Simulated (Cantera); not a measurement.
# Silicon carbide growth: CH₃SiH₃ + C₂H₄ + H₂

Input: 1 mol CH₃SiH₃, 0.14 mol C₂H₄, a varied amount of H₂, at 2298.15 K and 323 Torr.

Equilibrium computed with Cantera from the NASA thermochemical tables; the gas is ideal and each condensed phase is pure. Candidate condensed phases: C, C₆H₆, C₇H₈, C₈H₁₈, Si, SiC; 87 gas species. The feed counts by its element totals alone. Gases not in the tables: Si₂H₆ and higher silanes. Equilibrium is a limit: real reactors are often held back by kinetics, nucleation or transport.

```csv
n(H₂) (mol),x H₂,x H,x C₂H₂ (acetylene),x Si,x SiH,x SiH₂,x CH₄,n C(graphite),n SiC(s)
3.4,0.981,0.0145,0.00420,0.000305,7.29e-5,6.48e-5,8.89e-5,0.225,0.996
4.4,0.981,0.0145,0.00420,0.000305,7.29e-5,6.48e-5,8.89e-5,0.217,0.996
5.8,0.981,0.0145,0.00420,0.000305,7.29e-5,6.48e-5,8.89e-5,0.206,0.995
7.7,0.981,0.0145,0.00420,0.000305,7.29e-5,6.48e-5,8.89e-5,0.190,0.994
10,0.981,0.0145,0.00420,0.000305,7.29e-5,6.48e-5,8.89e-5,0.171,0.993
13,0.981,0.0145,0.00420,0.000305,7.29e-5,6.48e-5,8.89e-5,0.147,0.991
17,0.981,0.0145,0.00420,0.000305,7.29e-5,6.48e-5,8.89e-5,0.114,0.989
23,0.981,0.0145,0.00420,0.000305,7.29e-5,6.48e-5,8.89e-5,0.0647,0.986
30,0.981,0.0145,0.00420,0.000305,7.29e-5,6.48e-5,8.89e-5,0.00734,0.982
40,0.981,0.0145,0.00339,0.000339,8.12e-5,7.23e-5,7.99e-5,0,0.974
52,0.982,0.0145,0.00273,0.000378,9.05e-5,8.06e-5,7.18e-5,0,0.964
69,0.983,0.0145,0.00218,0.000423,0.000101,9.02e-5,6.43e-5,0,0.948
91,0.983,0.0145,0.00178,0.000468,0.000112,1.00e-4,5.80e-5,0,0.925
```
x: gas mole fraction; n: condensed amount in mol.

From 3.4 mol H₂ to 30 mol H₂ the condensed part is C(graphite) + SiC(s). From 40 mol H₂ to 91 mol H₂ the condensed part is SiC(s). The main Si-bearing gas is Si throughout.
